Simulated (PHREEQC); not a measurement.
A solution holds 0.0017 mol/kgw Zn(NO3)2, at 25 °C. Closed to the air; pH follows from the charge balance.

All values are PHREEQC results (ion-association model, phreeqc.dat), not measurements.

No solid was allowed to form.

Problem. What pH, specific conductance does the model give?

Solution. pH 5.92; specific conductance 394 µS/cm.

Species that the database lacks are ignored.
